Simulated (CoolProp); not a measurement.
Vapour-liquid equilibrium of R134a (1) + R141b (2) at 101 kPa; x and y are mole fractions of (1).

Model: multi-fluid Helmholtz-energy mixture model, Tillner-Roth 1994 and Lemmon 2006; pair parameters Bell 2016, in CoolProp.

| x | bubble temperature, mixture model (K) | bubble temperature, Raoult's law (K) | y, mixture model | y, Raoult's law |
|---|---|---|---|---|
| 0.05 | 292.2 | 296.3 | 0.400 | 0.311 |
| 0.2 | 271.1 | 279.0 | 0.787 | 0.712 |
| 0.35 | 261.5 | 268.5 | 0.885 | 0.854 |
| 0.5 | 256.3 | 261.3 | 0.925 | 0.921 |
| 0.65 | 253.0 | 255.8 | 0.949 | 0.958 |
| 0.8 | 250.4 | 251.6 | 0.968 | 0.981 |
| 0.95 | 247.9 | 248.0 | 0.991 | 0.996 |

The largest gap from Raoult's law is -7.9 K in bubble temperature, at x = 0.2. No azeotrope shows between x = 0.05 and 0.95.

Pair parameters are fitted to limited data, so mixtures are less certain than the pure fluids.
